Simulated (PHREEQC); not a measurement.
Solution (25 °C): 0.031 mol/kgw H3PO4, 0.034 mol/kgw H2SO4 and 2.2e-06 mol/kgw H4SiO4. Closed to the air; pH follows from the charge balance.

Computed with PHREEQC (ion-association model, phreeqc.dat).

```csv
quantity,before,after
pH,1.38,1.95
ionic strength (mol/kgw),0.0604,0.0125
H3PO4 (mol/kgw),0.0258,0.0185
H2PO4- (mol/kgw),0.00517,0.0125
HPO4-2 (mol/kgw),1.42e-8,9.57e-8
```

Problem. Name the change that produced these shifts.
A. H4SiO4 from 2.2e-06 to 1.1e-05 mol/kgw
B. diluted 5-fold with water
C. temperature from 25 to 35 °C
D. temperature from 25 to 65 °C
E. H2SO4 left out

Solution. E, H2SO4 left out

No solid was allowed to form.
